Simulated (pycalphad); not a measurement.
CALPHAD calculation (pycalphad, COST 507 light-alloy database (1999)), 1 atm. The database dates from 1999; later assessments differ in places, in temperatures and in the compounds included.

**Si-48.6Al (at.%): equilibrium cooling sequence**

```csv
T (K),phases above,phases below
1349.8,liquid,diamond (Si) + liquid
850.2,diamond (Si) + liquid,diamond (Si) + fcc
```

Changes were sought between steps of 75 K, so a narrower field can be missed.
